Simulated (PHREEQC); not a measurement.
0.084 g of hydrous ferric oxide (600 m²/g; 0.2 weak and 0.005 strong sites per Fe, Dzombak-Morel constants, diffuse double layer) in 1 kg of water with 0.3 mol/kgw of an inert sodium salt and 0.0011 mmol/kgw MnCl2, at 25 °C; the pH is set by adding NaOH or the inert anion's acid. The system is closed to oxygen. No CO2 enters from the air. No solid was allowed to form.

Base run: PHREEQC, ion-association model, wateq4f.dat. Each further column changes one thing. The table gives Mn sorbed (%).

```json
[
 {"pH": "4", "base": "0.0", "background salt from 0.3 to 0.03 mol/kgw": "0.0", "oxide from 0.084 to 0.42 g/kgw": "0.0"},
 {"pH": "5", "base": "0.0", "background salt from 0.3 to 0.03 mol/kgw": "0.0", "oxide from 0.084 to 0.42 g/kgw": "0.1"},
 {"pH": "5.5", "base": "0.2", "background salt from 0.3 to 0.03 mol/kgw": "0.2", "oxide from 0.084 to 0.42 g/kgw": "0.8"},
 {"pH": "6", "base": "1.2", "background salt from 0.3 to 0.03 mol/kgw": "1.3", "oxide from 0.084 to 0.42 g/kgw": "5.8"},
 {"pH": "7", "base": "37.8", "background salt from 0.3 to 0.03 mol/kgw": "43.5", "oxide from 0.084 to 0.42 g/kgw": "76.2"},
 {"pH": "8", "base": "96.5", "background salt from 0.3 to 0.03 mol/kgw": "98.0", "oxide from 0.084 to 0.42 g/kgw": "99.4"},
 {"pH": "8.5", "base": "99.5", "background salt from 0.3 to 0.03 mol/kgw": "99.8", "oxide from 0.084 to 0.42 g/kgw": "99.9"},
 {"pH": "9", "base": "99.9", "background salt from 0.3 to 0.03 mol/kgw": "100.0", "oxide from 0.084 to 0.42 g/kgw": "100.0"},
 {"pH": "10", "base": "100.0", "background salt from 0.3 to 0.03 mol/kgw": "100.0", "oxide from 0.084 to 0.42 g/kgw": "100.0"}
]
```
